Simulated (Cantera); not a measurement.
Input (Python, Cantera):

```python
import numpy as np
import cantera as ct

surf = ct.Interface("diamond.yaml", "diamond_100")
gas, bulk = surf.adjacent["gas"], surf.adjacent["diamond"]
k = surf.kinetics_species_index(bulk.species_names[0])
cover = ["c6HH", "c6H*", "c6*H", "c6**", "c6HM", "c6B"]

rows, drift = [], 0.0
print(f"{'xCH3':>10s}{'um/h':>11s}" + "".join(f"{s:>11s}" for s in cover))
for v in [1e-06, 2.1e-06, 4.3e-06, 8.9e-06, 1.8e-05, 3.8e-05, 7.9e-05, 0.00016, 0.00034]:
    T, P, xH, xCH3 = 1225, 5400, 0.0024, v
    gas.TPX = T, P, {"H": xH, "CH3": xCH3, "CH4": 0.0033, "H2": 1 - xH - xCH3 - 0.0033}
    surf.TP = bulk.TP = T, P
    surf.coverages = "c6H*:0.1, c6HH:0.9"
    surf.advance_coverages(100.0)
    before = surf.coverages
    surf.advance_coverages(100.0)
    drift = max(drift, np.max(np.abs(surf.coverages - before) / (surf.coverages + 1e-9)))
    rate = surf.net_production_rates[k] * bulk.mean_molecular_weight / bulk.density * 3.6e9
    rows.append([rate, *surf[cover].coverages])
    print(f"{v:10.4g}{rate:11.4e}" + "".join(f"{x:11.3e}" for x in rows[-1][1:]))
```

It prints:

```
      xCH3       um/h       c6HH       c6H*       c6*H       c6**       c6HM        c6B
     1e-06 1.0338e-02  4.343e-01  4.061e-02  4.952e-01  2.987e-02  1.038e-05  2.805e-11
   2.1e-06 2.1709e-02  4.343e-01  4.060e-02  4.952e-01  2.986e-02  2.179e-05  5.891e-11
   4.3e-06 4.4444e-02  4.343e-01  4.060e-02  4.951e-01  2.986e-02  4.461e-05  1.206e-10
   8.9e-06 9.1956e-02  4.343e-01  4.060e-02  4.951e-01  2.984e-02  9.232e-05  2.495e-10
   1.8e-05 1.8585e-01  4.342e-01  4.059e-02  4.950e-01  2.981e-02  1.866e-04  5.043e-10
   3.8e-05 3.9174e-01  4.341e-01  4.057e-02  4.948e-01  2.975e-02  3.935e-04  1.063e-09
   7.9e-05 8.1183e-01  4.337e-01  4.054e-02  4.943e-01  2.961e-02  8.163e-04  2.203e-09
   0.00016 1.6340e+00  4.331e-01  4.047e-02  4.935e-01  2.936e-02  1.646e-03  4.434e-09
   0.00034 3.4255e+00  4.318e-01  4.032e-02  4.916e-01  2.880e-02  3.465e-03  9.295e-09
```

Cantera simulation using the Harris–Goodwin 1993 mechanism for the reconstructed diamond (100) surface; the numbers are that mechanism's predictions, not measurements.
